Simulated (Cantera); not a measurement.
An isothermal, constant-pressure homogeneous reactor starts with 84.0 % NO, 16.0 % N₂, at 1848 K and 0.0132 atm.

Model: GRI-Mech 3.0 (53 species, 325 reactions), integrated in Cantera. Radical loss at walls, strong at low pressure, is not modelled.

x: mole fraction; the columns are a selection and need not sum to one.

```json
[
 {"t (s)": "8.00e-5", "x NO": "0.840", "x N₂": "0.160", "x NO₂": "1.77e-10", "x O": "2.65e-7", "x O₂": "8.16e-11", "x N₂O": "2.65e-7"},
 {"t (s)": "0.000352", "x NO": "0.840", "x N₂": "0.160", "x NO₂": "3.46e-9", "x O": "1.17e-6", "x O₂": "1.61e-9", "x N₂O": "1.16e-6"},
 {"t (s)": "0.00155", "x NO": "0.840", "x N₂": "0.160", "x NO₂": "…", "x O": "…", "x O₂": "…", "x N₂O": "…"},
 {"t (s)": "0.00684", "x NO": "0.840", "x N₂": "0.160", "x NO₂": "1.11e-6", "x O": "2.23e-5", "x O₂": "6.11e-7", "x N₂O": "2.18e-5"},
 {"t (s)": "0.0301", "x NO": "0.840", "x N₂": "0.160", "x NO₂": "1.20e-5", "x O": "9.44e-5", "x O₂": "1.53e-5", "x N₂O": "8.40e-5"},
 {"t (s)": "0.133", "x NO": "0.839", "x N₂": "0.160", "x NO₂": "2.80e-5", "x O": "0.000236", "x O₂": "0.000346", "x N₂O": "0.000206"},
 {"t (s)": "0.585", "x NO": "0.835", "x N₂": "0.162", "x NO₂": "…", "x O": "…", "x O₂": "…", "x N₂O": "…"},
 {"t (s)": "2.58", "x NO": "0.814", "x N₂": "0.172", "x NO₂": "5.03e-5", "x O": "0.000324", "x O₂": "0.0128", "x N₂O": "0.000213"},
 {"t (s)": "11.3", "x NO": "0.721", "x N₂": "0.219", "x NO₂": "9.24e-5", "x O": "0.000484", "x O₂": "0.0590", "x N₂O": "0.000149"},
 {"t (s)": "50.0", "x NO": "0.386", "x N₂": "0.387", "x NO₂": "0.000102", "x O": "0.000816", "x O₂": "0.227", "x N₂O": "3.49e-5"}
]
```

Q: Fill in the missing entries.

A: 
- 0.00155, x NO₂: 6.43e-8
- 0.00155, x O: 5.12e-6
- 0.00155, x O₂: 3.07e-8
- 0.00155, x N₂O: 5.10e-6
- 0.585, x NO₂: 3.35e-5
- 0.585, x O: 0.000271
- 0.585, x O₂: 0.00258
- 0.585, x N₂O: 0.000233
